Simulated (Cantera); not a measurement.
Feed: 1 mol Si2H6, 7.4 mol CO2, held at 0.0140 bar.

Cantera equilibrium calculation (NASA polynomials, part measured and part estimated; ideal gas, pure solids and liquids). Candidate condensed phases: C, C6H6, C7H8, C8H18, H2O, Si, SiC, SiO2; 123 gas species. The feed counts by its element totals alone. The tables hold silica as quartz up to 1696 K and as liquid above; real silica turns to tridymite and cristobalite and melts near 1996 K. Kinetics and transport are ignored.

Question: Which condensed phases are stable at each of these points (T (°C)): 627, 777, 927, 1077, 1227, 1377, 1527, 1677?

Answer: 
```json
[
 {"T (°C)": "627", "condensed phases": "SiO2(β-quartz)", "Si condensed (%)": "100.0"},
 {"T (°C)": "777", "condensed phases": "SiO2(β-quartz)", "Si condensed (%)": "100.0"},
 {"T (°C)": "927", "condensed phases": "SiO2(β-quartz)", "Si condensed (%)": "100.0"},
 {"T (°C)": "1077", "condensed phases": "SiO2(β-quartz)", "Si condensed (%)": "100.0"},
 {"T (°C)": "1227", "condensed phases": "SiO2(β-quartz)", "Si condensed (%)": "100.0"},
 {"T (°C)": "1377", "condensed phases": "SiO2(β-quartz)", "Si condensed (%)": "100.0"},
 {"T (°C)": "1527", "condensed phases": "SiO2(condensed)", "Si condensed (%)": "99.9"},
 {"T (°C)": "1677", "condensed phases": "SiO2(condensed)", "Si condensed (%)": "99.1"}
]
```

From 627 °C to 1377 °C the condensed part is SiO2(β-quartz). From 1527 °C to 1677 °C the condensed part is SiO2(condensed).
